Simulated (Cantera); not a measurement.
Input: 1 mol TiO2, 0.47 mol CH4, 0.49 mol CO, held at 1250 °C.

Cantera equilibrium calculation (NASA polynomials, part measured and part estimated; ideal gas, pure solids and liquids). Candidate condensed phases: C, C6H6, C7H8, C8H18, H2O, Ti, TiC, TiO, TiO2, Ti2O3, Ti3O5, Ti4O7; 113 gas species. Condensed phases not in the tables: Magnéli phases beyond Ti4O7. Equilibrium is a limit: real reactors are often held back by kinetics, nucleation or transport.

Problem. At 10.0 bar, list the 5 most abundant gas species with their mole fractions, and the condensed phases.

Solution. H2 0.549, CO 0.440, CH4 0.00693, H2O 0.00352, CO2 0.00105. Condensed: C(graphite) + Ti4O7(s).
